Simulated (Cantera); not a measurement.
Input: 1 mol Ca(OH)2, 0.21 mol H2, 3 mol H2O, held at 623.15 K and 128 Torr.

Equilibrium computed with Cantera from the NASA thermochemical tables; the gas is ideal and each condensed phase is pure. Candidate condensed phases: Ca, CaO, Ca(OH)2, H2O; 14 gas species. Equilibrium is a limit: real reactors are often held back by kinetics, nucleation or transport.

Base state: H2O 0.935, H2 0.0654 (mole fractions); condensed: Ca(OH)2(s).

Task: What changes in the equilibrium state with this change: temperature from 623.15 K to 1475 K?

Result: 
```
species          before   after
---------------  ------  ------
H2O               0.935   0.950
H2               0.0654  0.0499
Ca(OH)2(s), mol    1.00       0
CaO(s), mol           0   1.000
```

Task: What changes in the equilibrium state with this change: pressure from 128 Torr to 1.00 Torr?

Result: 
```tsv
species	before	after
H2O	0.935	0.950
H2	0.0654	0.0499
Ca(OH)2(s), mol	1.00	0
CaO(s), mol	0	1.00
```
